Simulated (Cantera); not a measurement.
# Gas-phase reforming

A perfectly stirred reactor is fed with CH4 : CO2 : H2 = 1 : 3.5 : 0.47 (molar parts), at 1.30 bar; it is held at 1550 K, and followed from long to short residence time.

Cantera simulation using GRI-Mech 3.0 (53 species, 325 reactions); the numbers are that mechanism's predictions, not measurements.

| τ (s) | x CH4 | x CO2 | x H2 | x HCO | x CH3 |
|---|---|---|---|---|---|
| 2.5 | 0.0315 | 0.298 | 0.0971 | 4.80e-9 | 4.94e-5 |
| 0.51 | 0.0656 | 0.414 | 0.0732 | 2.97e-9 | 9.72e-5 |
| 0.10 | 0.135 | 0.576 | 0.0824 | 1.87e-9 | 0.000155 |
| 0.021 | 0.183 | 0.672 | 0.0918 | 1.40e-9 | 0.000181 |
| 0.0043 | 0.197 | 0.698 | 0.0935 | 1.04e-9 | 0.000175 |
| 0.00087 | 0.201 | 0.703 | 0.0943 | 3.78e-10 | 0.000135 |
| 0.00018 | 0.201 | 0.704 | 0.0945 | 2.77e-11 | 7.56e-5 |
x: mole fraction; the columns are a selection and need not sum to one.
